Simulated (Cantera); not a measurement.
A freely propagating, adiabatic, planar premixed flame of H2 : O2 : N2 = 1 : 0.278 : 1.04 (molar parts), unburnt at 650 K and 750 Torr; mixture-averaged transport, grid criteria slope 0.08 and curve 0.16, no radiation.

Computed with Cantera and the H2/O2 subset of GRI-Mech 3.0, which has no nitrogen chemistry. Burning velocities carry a grid error of a few per cent, more on coarse grids.

Question: What does this change do: O2 0.278 to 0.35 parts?

Answer: 
| quantity | before | after |
|---|---|---|
| laminar burning velocity | 1050 cm/s | 1190 cm/s |
| thermal thickness | 0.465 mm | 0.446 mm |
| peak x(HO2) | 0.000227 | 0.000270 |
| peak x(OH) | 0.00817 | 0.0183 |
| peak x(H) | 0.101 | 0.108 |
| peak x(H2O2) | 5.85e-6 | 7.42e-6 |

Question: What does this change do: 0.13 parts H2O added?

Answer: 
```
quantity                     before     after
------------------------  ---------  --------
laminar burning velocity  1050 cm/s  983 cm/s
thermal thickness          0.465 mm  0.449 mm
peak x(HO2)                0.000227  0.000291
peak x(OH)                  0.00817   0.00777
peak x(H)                     0.101    0.0854
peak x(H2O2)                5.85e-6   8.68e-6
```
